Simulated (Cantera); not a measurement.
Feed: 1 mol SiH2Cl2, 0.32 mol HCl, a varied amount of N2, 0.0066 mol Cl2, held at 527 °C and 6.30 mbar.

Equilibrium computed with Cantera from the NASA thermochemical tables; the gas is ideal and each condensed phase is pure. Candidate condensed phases: NH4Cl, Si, Si3N4; 28 gas species. N2 is the only nitrogen source here; it is nearly inert below about 1500 K, so the nitride shown seldom forms there in practice. Rates play no part.

Problem. What share of the Si ends up in condensed phases as a function of n(N2) (mol), at 7.4, 16, 24, 32, 40, 49, 57, 65, 73, 82, 90, 98?

Solution. 
```
n(N2) (mol)  Si condensed (%)        as
-----------  ----------------  --------
7.4                      74.7  Si3N4(s)
16                       77.8  Si3N4(s)
24                       79.4  Si3N4(s)
32                       80.5  Si3N4(s)
40                       81.4  Si3N4(s)
49                       82.2  Si3N4(s)
57                       82.7  Si3N4(s)
65                       83.2  Si3N4(s)
73                       83.6  Si3N4(s)
82                       84.0  Si3N4(s)
90                       84.3  Si3N4(s)
98                       84.6  Si3N4(s)
```
